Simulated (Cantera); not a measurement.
A Cantera script and what it prints.

```python
import numpy as np
import cantera as ct

gas_names = """
    CL CL2 H HCL H2 Si SiCL SiCL2 SiCL3 SiCL4 SiH SiHCL3 SiH2 SiH2CL2 SiH3 SiH3CL SiH4 Si2 Si3
""".split()
cond_names = """
    Si(cr) Si(L)
""".split()


def load(file, names, dense=False):
    # The tables refer to 1 bar. Condensed volumes are neglected.
    table = {s.name: s for s in ct.Species.list_from_file(file)}
    out = []
    for n in names:
        d = dict(table[n].input_data)
        d["thermo"] = dict(d["thermo"], **{"reference-pressure": 1e5})
        if dense:
            d["equation-of-state"] = {"model": "constant-volume", "density": "1e6 g/cm^3"}
        out.append(ct.Species.from_dict(d))
    return out


gas = ct.Solution(thermo="ideal-gas", species=load("nasa_gas.yaml", gas_names))
cond = {s.name: ct.Solution(thermo="fixed-stoichiometry", species=[s], name=s.name)
        for s in load("nasa_condensed.yaml", cond_names, dense=True)}
atoms = {
    'SiCl4': {'Si': 1, 'CL': 4},
    'HCl': {'H': 1, 'CL': 1},
    'H2': {'H': 2},
}
top_T = {}  # K; cautious upper limits of use, not melting points


def equilibrate(T, P, feed):
    n = {}
    for name, mol in feed.items():
        for a, k in atoms[name].items():
            n[a] = n.get(a, 0.0) + k * mol
    gas.TPX = T, P, n
    mass = sum(n.values()) * gas.mean_molecular_weight
    gas.equilibrate("TP")
    valid = [c for c in cond.values() if c.min_temp <= T <= top_T.get(c.name, c.max_temp)]
    mix = ct.Mixture([(gas, mass / gas.mean_molecular_weight)] + [(c, 0.0) for c in valid])
    mix.T, mix.P = T, P
    mix.equilibrate("TP", solver="vcs", rtol=1e-11, max_steps=5000)
    return mix


results = []
feed = {'SiCl4': 1, 'HCl': 0.75, 'H2': 2.2}  # mol
P = 650000  # Pa
for T in [748, 798, 848, 898, 948, 998, 1048, 1098, 1148, 1198, 1248, 1298, 1348, 1398]:
    mix = equilibrate(T, P, feed)
    results.append((T, P, feed, dict(zip(mix.species_names, mix.species_moles))))

top = {s: max(r[3][s] / sum(r[3][g] for g in gas_names) for r in results) for s in gas_names}
cols = sorted((s for s in top if top[s] > 0.0001), key=lambda s: -top[s])[:5]
seen = [c for c in cond_names if any(r[3].get(c, 0) > 1e-12 for r in results)]
print("log10 of partial pressures in bar; condensed amounts in mol")
print(f"{'T/K':>10s}" + "".join(f"{s[:9]:>10s}" for s in cols + seen))
for T, P, feed, n in results:
    ng = sum(n[g] for g in gas_names)
    print(f"{T:10.4g}" + "".join(f"{np.log10(max(n[s] / ng * P / 1e5, 1e-99)):10.3f}" for s in cols)
          + "".join(f"{n.get(c, 0):10.4g}" for c in seen))
```

It prints:

```
log10 of partial pressures in bar; condensed amounts in mol
       T/K        H2     SiCL4       HCL    SiHCL3     SiCL3
       748     0.558     0.216     0.092    -2.675    -6.601
       798     0.558     0.215     0.093    -2.375    -5.831
       848     0.558     0.214     0.094    -2.112    -5.154
       898     0.557     0.213     0.096    -1.881    -4.555
       948     0.556     0.211     0.099    -1.678    -4.023
       998     0.555     0.208     0.103    -1.499    -3.547
      1048     0.553     0.204     0.107    -1.341    -3.121
      1098     0.551     0.199     0.114    -1.201    -2.739
      1148     0.548     0.192     0.121    -1.079    -2.394
      1198     0.545     0.184     0.131    -0.972    -2.084
      1248     0.540     0.174     0.142    -0.880    -1.805
      1298     0.535     0.161     0.155    -0.803    -1.555
      1348     0.529     0.146     0.170    -0.741    -1.332
      1398     0.522     0.125     0.188    -0.695    -1.136
```

Equilibrium computed with Cantera from the NASA thermochemical tables; the gas is ideal and each condensed phase is pure. The tables' values for SiCl3 are old estimates; treat these amounts as uncertain.
